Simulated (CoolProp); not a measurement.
The numbers come from the reference Helmholtz-energy equation of state, de Reuck 1993 in CoolProp.

### Question
Give the vapour pressure (MPa), liquid density (kg/m³), enthalpy of vaporisation (kJ/kg) of saturated methanol at 140.95, 155.55 °C.

### Answer
```csv
T (°C),p (MPa),liquid density (kg/m³),enthalpy of vaporisation (kJ/kg)
140.95,1.12,659,895
155.55,1.59,638,837
```
